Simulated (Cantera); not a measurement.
A closed system holds: 1 mol TEOS, 0.94 mol O₂, 0.18 mol CO₂, at 1000 Pa.

These are equilibrium values from Cantera (NASA tables, ideal gas, pure condensed phases), not measurements of a reactor. Candidate condensed phases: C, C₆H₆, C₇H₈, C₈H₁₈, H₂O, Si, SiC, SiO₂; 123 gas species. The feed counts by its element totals alone. Equilibrium is a limit: real reactors are often held back by kinetics, nucleation or transport.

**Question.** Which condensed phases are stable at each of these points (T (°C)): 275, 325, 375, 425, 475, 525, 575, 625, 675, 725, 775?

**Answer.** 
```tsv
T (°C)	condensed phases	Si condensed (%)
275	C(graphite) + SiO₂(α-quartz)	100.0
325	C(graphite) + SiO₂(α-quartz)	100.0
375	C(graphite) + SiO₂(α-quartz)	100.0
425	C(graphite) + SiO₂(α-quartz)	100.0
475	C(graphite) + SiO₂(α-quartz)	100.0
525	C(graphite) + SiO₂(α-quartz)	100.0
575	C(graphite) + SiO₂(β-quartz)	100.0
625	C(graphite) + SiO₂(β-quartz)	100.0
675	C(graphite) + SiO₂(β-quartz)	100.0
725	C(graphite) + SiO₂(β-quartz)	100.0
775	C(graphite) + SiO₂(β-quartz)	100.0
```

From 275 °C to 525 °C the condensed part is C(graphite) + SiO₂(α-quartz). From 575 °C to 775 °C the condensed part is C(graphite) + SiO₂(β-quartz).
